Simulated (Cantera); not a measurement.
A perfectly stirred reactor is fed with 16.5 % H₂, 17.5 % O₂, 65.9 % N₂, 0.214 % NO, at 84000 Pa; it is adiabatic with a 400 K inlet, and is followed from long to short residence time, starting on the burning branch (τ in s: 0.15, 0.05, 0.017, 0.0059, 0.002, 0.0007, 0.00024, 8.3e-05, 2.8e-05).

Detailed kinetics in Cantera: GRI-Mech 3.0 (53 species, 325 reactions). The mechanism lacks 2 NO + O2 → 2 NO2 and HONO, so NO2 and the effect of NO are under-described below about 1400 K.

One state of this run: T (K) = 1611; x H₂ = 0.00227; x O₂ = 0.0995; x NO = 0.00232; x N₂O = 4.73e-7; x H = 0.000986; x HO₂ = 2.04e-5. x: mole fraction; the columns are a selection and need not sum to one.

### Question
Which value of τ (s) does it belong to?
(A) 2.8e-5
(B) 0.0020
(C) 8.3e-5
(D) 0.15

### Answer
B, 0.0020
